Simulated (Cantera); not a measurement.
What does this Cantera script print?

```python
import numpy as np
import cantera as ct

gas = ct.Solution("gri30.yaml")


def delay(T, t_max=10):
    gas.TPX = T, 670000, {'C3H8': 1, 'O2': 9.43, 'N2': 50, 'CO2': 15, 'H2': 0.7}
    reactor = ct.IdealGasReactor(gas, clone=False)
    net = ct.ReactorNet([reactor])
    net.rtol, net.atol = 1e-8, 1e-16
    while net.time < t_max:
        t_old, T_old = net.time, reactor.T
        net.step()
        if reactor.T > T + 400:  # ignition: a rise of 400 K
            return t_old + (T + 400 - T_old) / (reactor.T - T_old) * (net.time - t_old)
    return np.nan


taus = []
for T in [1250, 1300, 1350, 1400, 1450, 1500, 1550, 1600, 1650]:
    taus.append(delay(T))
    print(f"T0 = {T:6g} K   tau = {taus[-1]:.4e} s")
```

Output:

```
T0 =   1250 K   tau = 6.0575e-04 s
T0 =   1300 K   tau = 3.0375e-04 s
T0 =   1350 K   tau = 1.5609e-04 s
T0 =   1400 K   tau = 8.3724e-05 s
T0 =   1450 K   tau = 4.7354e-05 s
T0 =   1500 K   tau = 2.8363e-05 s
T0 =   1550 K   tau = 1.8007e-05 s
T0 =   1600 K   tau = 1.2119e-05 s
T0 =   1650 K   tau = 8.6659e-06 s
```

Cantera simulation using GRI-Mech 3.0 (53 species, 325 reactions); the numbers are that mechanism's predictions, not measurements.
